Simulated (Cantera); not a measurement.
An isothermal, constant-pressure homogeneous reactor starts with 6.67 % C3H8, 93.3 % H2, at 1575 K and 210 Pa.

Cantera simulation using GRI-Mech 3.0 (53 species, 325 reactions); the numbers are that mechanism's predictions, not measurements. GRI-Mech 3.0 was tuned for natural gas; its chemistry of propane as a main component is partial and can be far from experiment. GRI-Mech 3.0 stops at C3 and has no aromatics, soot or wall deposition, so with more carbon than oxygen in the feed, carbon stays in small species such as C2H2 where larger ones or solid carbon would form. Radical loss at walls, strong at low pressure, is not modelled.

Task: Predict: x(H2) at 3.00 s; x(C2H2) at 3.00 s; x(C2H6) at 3.00 s; x(CH4) at 3.00 s; x(C2H4) at 3.00 s.

Result: 
| Property | Result |
|---|---|
| x(H2) at 3.00 s | 0.886 (gas-phase equilibrium 0.916) |
| x(C2H2) at 3.00 s | 0.0612 (gas-phase equilibrium 0.0832) |
| x(C2H6) at 3.00 s | 3.86e-6 (gas-phase equilibrium 2.13e-10) |
| x(CH4) at 3.00 s | 0.0519 (gas-phase equilibrium 0.000208) |
| x(C2H4) at 3.00 s | 0.000208 (gas-phase equilibrium 2.21e-5) |
